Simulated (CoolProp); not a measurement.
Saturated liquid density (kg/m³) of tetrahydrofuran: the reference equation beside estimates from Tc = 540.2 K, pc = 5304 kPa, ω = 0.234.

Computed with CoolProp (reference Helmholtz-energy equation of state, Fiedler 2023).

```
T (K)  reference  Redlich-Kwong  Soave-Redlich-Kwong  Peng-Robinson
-----  ---------  -------------  -------------------  -------------
397        764.5          677.4                  [?]          798.4
399.6      761.0          673.5                700.6          794.2
402.3        [?]          669.3                696.6          789.7
405        753.8          665.2                692.5          785.2
407.6      750.3          661.1                688.5            [?]
410.3      746.6          656.8                684.3          776.1
413          [?]          652.5                680.1          771.4
415.7      739.1          648.1                675.8            [?]
418.3      735.5          643.9                671.6            [?]
421        731.6          639.4                667.2          756.9
423.7      727.8          634.8                662.6          751.9
426.3      724.0          630.4                658.2          746.9
429        720.0          625.7                653.6          741.7
431.7      716.1            [?]                648.9          736.4
```

**Question.** Some entries are withheld; supply them.

**Answer.** 
- 397, Soave-Redlich-Kwong: 704.4
- 402.3, reference: 757.4
- 407.6, Peng-Robinson: 780.8
- 413, reference: 742.9
- 415.7, Peng-Robinson: 766.6
- 418.3, Peng-Robinson: 761.9
- 431.7, Redlich-Kwong: 621.0

Absolute difference from the reference over all 14 rows, mean and median: Redlich-Kwong 12.3 and 12.2 %, Soave-Redlich-Kwong 8.6 and 8.5 %, Peng-Robinson 3.7 and 3.8 %.
